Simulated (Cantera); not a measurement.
A perfectly stirred reactor is fed with 41.7 % H₂, 27.8 % O₂, 30.6 % N₂, equivalence ratio 0.75, at 90.0 Torr; it is held at 1050 K, and followed from long to short residence time.

Model: GRI-Mech 3.0 (53 species, 325 reactions), integrated in Cantera. The temperature is held fixed by assumption; the heat of reaction is taken as removed at once.

### Question
Predict: x(H₂) at τ = 25.0 s; x(O₂) at τ = 25.0 s; x(NO) at τ = 25.0 s; x(H₂O) at τ = 25.0 s; x(OH) at τ = 25.0 s; x(H₂) at τ = 0.140 s; x(O₂) at τ = 0.140 s; x(NO) at τ = 0.140 s; x(H₂O) at τ = 0.140 s; x(OH) at τ = 0.140 s.

### Answer
| Property | Result |
|---|---|
| x(H₂) at τ = 25.0 s | 0.000190 |
| x(O₂) at τ = 25.0 s | 0.0878 |
| x(NO) at τ = 25.0 s | 2.35e-8 |
| x(H₂O) at τ = 25.0 s | 0.526 |
| x(OH) at τ = 25.0 s | 7.01e-5 |
| x(H₂) at τ = 0.140 s | 0.00498 |
| x(O₂) at τ = 0.140 s | 0.0898 |
| x(NO) at τ = 0.140 s | 7.66e-8 |
| x(H₂O) at τ = 0.140 s | 0.519 |
| x(OH) at τ = 0.140 s | 0.000464 |
